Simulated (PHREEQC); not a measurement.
0.64 g of hydrous ferric oxide (600 m²/g; 0.2 weak and 0.005 strong sites per Fe, Dzombak-Morel constants, diffuse double layer) in 1 kg of water with 0.01 mol/kgw of an inert sodium salt and 0.2 mmol/kgw Ag2SO4 and 0.39 mmol/kgw PbCl2, at 25 °C; the pH is set by adding NaOH or the inert anion's acid. Oxygen is held at 0.21 atm. No CO2 enters from the air. Nothing may precipitate in this run.

Base run: PHREEQC, ion-association model, wateq4f.dat. Each further column changes one thing. The table gives Ag sorbed (%).

```json
[
 {"pH": "3", "base": "0.0", "no electrostatic term (-no_edl)": "0.0", "background salt from 0.01 to 0.001 mol/kgw": "0.0", "oxide from 0.64 to 3.2 g/kgw": "0.0", "0.00027 mol/kgw SrCl2 added": "0.0"},
 {"pH": "3.67", "base": "0.0", "no electrostatic term (-no_edl)": "0.0", "background salt from 0.01 to 0.001 mol/kgw": "0.0", "oxide from 0.64 to 3.2 g/kgw": "0.0", "0.00027 mol/kgw SrCl2 added": "0.0"},
 {"pH": "5", "base": "0.0", "no electrostatic term (-no_edl)": "0.0", "background salt from 0.01 to 0.001 mol/kgw": "0.0", "oxide from 0.64 to 3.2 g/kgw": "0.1", "0.00027 mol/kgw SrCl2 added": "0.0"},
 {"pH": "5.67", "base": "0.1", "no electrostatic term (-no_edl)": "0.0", "background salt from 0.01 to 0.001 mol/kgw": "0.1", "oxide from 0.64 to 3.2 g/kgw": "0.6", "0.00027 mol/kgw SrCl2 added": "0.1"},
 {"pH": "6.33", "base": "0.4", "no electrostatic term (-no_edl)": "0.1", "background salt from 0.01 to 0.001 mol/kgw": "0.4", "oxide from 0.64 to 3.2 g/kgw": "2.8", "0.00027 mol/kgw SrCl2 added": "0.2"},
 {"pH": "7.67", "base": "7.0", "no electrostatic term (-no_edl)": "7.3", "background salt from 0.01 to 0.001 mol/kgw": "6.9", "oxide from 0.64 to 3.2 g/kgw": "37.7", "0.00027 mol/kgw SrCl2 added": "5.1"},
 {"pH": "8.33", "base": "22.5", "no electrostatic term (-no_edl)": "26.3", "background salt from 0.01 to 0.001 mol/kgw": "22.3", "oxide from 0.64 to 3.2 g/kgw": "71.7", "0.00027 mol/kgw SrCl2 added": "17.4"},
 {"pH": "9", "base": "50.4", "no electrostatic term (-no_edl)": "47.4", "background salt from 0.01 to 0.001 mol/kgw": "50.6", "oxide from 0.64 to 3.2 g/kgw": "91.7", "0.00027 mol/kgw SrCl2 added": "41.5"},
 {"pH": "10.33", "base": "91.3", "no electrostatic term (-no_edl)": "59.8", "background salt from 0.01 to 0.001 mol/kgw": "92.2", "oxide from 0.64 to 3.2 g/kgw": "99.5", "0.00027 mol/kgw SrCl2 added": "72.5"},
 {"pH": "11", "base": "96.8", "no electrostatic term (-no_edl)": "60.7", "background salt from 0.01 to 0.001 mol/kgw": "97.5", "oxide from 0.64 to 3.2 g/kgw": "99.9", "0.00027 mol/kgw SrCl2 added": "76.2"}
]
```

In at least one series the solution becomes supersaturated in solids that the run did not let form, among them Cerargyrite. The oxide is taken as insoluble; below pH 4 it would dissolve.
